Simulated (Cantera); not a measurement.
A closed system holds: 1 mol HI, 0.13 mol H₂, 2.4 mol O₂, equilibrated at 1000 Pa.

Equilibrium computed with Cantera from the NASA thermochemical tables; the gas is ideal and each condensed phase is pure. Candidate condensed phases: H₂O, I₂; 12 gas species. Rates play no part.

Problem. At 1275 K, list the 4 most abundant gas species with their mole fractions, and the condensed phases.

Solution. O₂ 0.564, I 0.262, H₂O 0.170, I₂ 0.00407. Condensed: gas only.
